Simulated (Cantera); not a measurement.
A freely propagating, adiabatic, planar premixed flame of 8.31 % CH₄, 1.08 % CO, 17.4 % O₂, 65.2 % N₂, 8.06 % H₂O, equivalence ratio 0.99, unburnt at 700 K and 24000 Pa; multicomponent+Soret transport, grid criteria slope 0.08 and curve 0.16, no radiation.

Computed with Cantera and GRI-Mech 3.0 (53 species, 325 reactions). Burning velocities carry a grid error of a few per cent, more on coarse grids.

x: mole fraction of selected species; z is measured from the peak of heat release.

```
z (mm)  T (K)  u (m/s)    x CH₄    x CO    x O₂  x NO₂    x HCO    x N₂O
------  -----  -------  -------  ------  ------  -----  -------  -------
-3.78     700     2.00   0.0831  0.0108   0.174  <1e-8    <1e-8    <1e-8
-2.52     701     2.00   0.0829  0.0108   0.173  <1e-8    <1e-8    <1e-8
-1.89     703     2.01   0.0825  0.0108   0.173  <1e-8    <1e-8    <1e-8
-1.26     731     2.10   0.0800  0.0114   0.171  <1e-8    <1e-8    <1e-8
-0.630    983     2.86   0.0622  0.0199   0.152  <1e-8  1.08e-6    <1e-8
-0.315   1324     3.90   0.0365  0.0359   0.118  <1e-8  2.09e-5    <1e-8
0        1676     5.01  0.00974  0.0544  0.0722  <1e-8  7.77e-5  1.09e-8
0.315    1827     5.47      [?]  0.0549     [?]  <1e-8      [?]      [?]
0.630    1862     5.56  4.24e-5  0.0462  0.0328  <1e-8  2.02e-6  2.43e-8
1.26     1892     5.62  1.07e-7  0.0349  0.0272  <1e-8  3.51e-8  2.59e-8
2.52     1930     5.71    <1e-8  0.0288  0.0247  <1e-8  2.20e-8  2.56e-8
5.04     1982     5.84    <1e-8  0.0267  0.0228  <1e-8  1.63e-8  2.68e-8
10.1     2049     6.01    <1e-8  0.0250  0.0205  <1e-8  1.07e-8  2.98e-8
```

Complete the blanks.


- 0.315, x CH₄: 0.000899
- 0.315, x O₂: 0.0436
- 0.315, x HCO: 2.84e-5
- 0.315, x N₂O: 1.92e-8
